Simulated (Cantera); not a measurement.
Input: 1 mol BN, 77 mol HCl, 16 mol N2, equilibrated at 23.0 mbar.

These are equilibrium values from Cantera (NASA tables, ideal gas, pure condensed phases), not measurements of a reactor. Candidate condensed phases: B, BN, NH4Cl; 21 gas species. The tables' values for BCl2, BCl are old estimates; treat these amounts as uncertain. Gases not in the tables: BHCl2. Kinetics and transport are ignored.

x: gas mole fraction; n: condensed amount in mol.

| T (°C) | x HCl | x N2 | x H2 | x BCl3 | x Cl | n BN(s) |
|---|---|---|---|---|---|---|
| 725 | 0.816 | 0.174 | 0.00576 | 0.00384 | 1.42e-7 | 0.643 |
| 800 | 0.810 | 0.175 | 0.00887 | 0.00592 | 7.19e-7 | 0.450 |
| 875 | 0.802 | 0.176 | (withheld) | (withheld) | (withheld) | (withheld) |
| 950 | 0.796 | 0.177 | 0.0161 | 0.0108 | (withheld) | 0 |
| 1025 | 0.796 | 0.177 | 0.0161 | 0.0108 | 3.73e-5 | 0 |
| 1100 | 0.796 | 0.177 | 0.0162 | 0.0107 | 0.000114 | 0 |
| 1175 | 0.795 | 0.177 | 0.0163 | 0.0107 | 0.000309 | 0 |
| 1250 | 0.795 | 0.177 | 0.0165 | 0.0107 | 0.000757 | 0 |
| 1325 | 0.793 | 0.177 | 0.0169 | 0.0107 | 0.00169 | 0 |
| 1400 | 0.791 | 0.177 | 0.0177 | 0.0106 | 0.00348 | 0 |

Problem. What belongs in the gaps?

Solution. 
- 875, x H2: 0.0129
- 875, x BCl3: 0.00857
- 875, x Cl: 2.94e-6
- 875, n BN(s): 0.203
- 950, x Cl: 1.07e-5
